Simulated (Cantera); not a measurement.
## Silicon oxide and oxynitride deposition: SiF₄ + N₂O + N₂ + H₂O

Input: 1 mol SiF₄, 1.1 mol N₂O, a varied amount of N₂, 12 mol H₂O, equilibrated at 1798 K and 0.230 bar.

These are equilibrium values from Cantera (NASA tables, ideal gas, pure condensed phases), not measurements of a reactor. Candidate condensed phases: H₂O, Si, SiO₂, Si₂N₂O, Si₃N₄; 58 gas species. The tables hold silica as quartz up to 1696 K and as liquid above; real silica turns to tridymite and cristobalite and melts near 1996 K. Gases not in the tables: Si(OH)₄. The numbers say what is thermodynamically allowed, not how fast it happens.

| n(N₂) (mol) | x N₂ | x H₂O | x HF | x O₂ | n SiO₂(condensed) |
|---|---|---|---|---|---|
| 2 | 0.175 | 0.565 | 0.226 | 0.0306 | 1.000 |
| 3.2 | 0.228 | 0.529 | 0.212 | 0.0286 | 1.000 |
| 5 | 0.295 | 0.483 | 0.194 | 0.0260 | 1.000 |
| 7.9 | 0.382 | 0.424 | 0.170 | 0.0227 | 1.000 |
| 12 | 0.473 | 0.361 | 0.145 | 0.0193 | 1.000 |
| 20 | 0.591 | 0.280 | 0.112 | 0.0148 | 1.000 |
| 31 | 0.687 | 0.214 | 0.0857 | 0.0113 | 1.000 |
| 48 | 0.771 | 0.157 | 0.0628 | 0.00819 | 1.000 |
| 76 | 0.841 | 0.109 | 0.0436 | 0.00562 | 1.000 |
x: gas mole fraction; n: condensed amount in mol.

From 2 mol N₂ to 76 mol N₂ the condensed part is SiO₂(condensed).
